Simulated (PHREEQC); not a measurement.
Consider water at 47 °C with 20 mmol/kgw Cu(NO3)2, 1.1 mmol/kgw H2SO4 and 68 mmol/kgw KCl. Closed to the air; pH follows from the charge balance.

Computed with PHREEQC (ion-association model, phreeqc.dat).

| quantity | before | after |
|---|---|---|
| pH | 2.76 | 2.79 |
| Cu+2 (mol/kgw) | 0.0168 | 0.00907 |
| CuOH+ (mol/kgw) | 4.72e-8 | 1.90e-8 |
| Cu2(OH)2+2 (mol/kgw) | 1.24e-8 | 1.50e-9 |
| Cu(OH)2 (mol/kgw) | 4.14e-11 | 1.25e-11 |

Name the change that produced these shifts.
A) diluted 100-fold with water
B) KCl from 0.068 to 0.68 mol/kgw
C) KCl left out
D) H2SO4 left out

B, KCl from 0.068 to 0.68 mol/kgw

Precipitation was switched off in this run. The ionic strength passes 0.7 mol/kgw, the rough limit of the ion-association models, in after. Constants without temperature data keep their 25 °C values here.
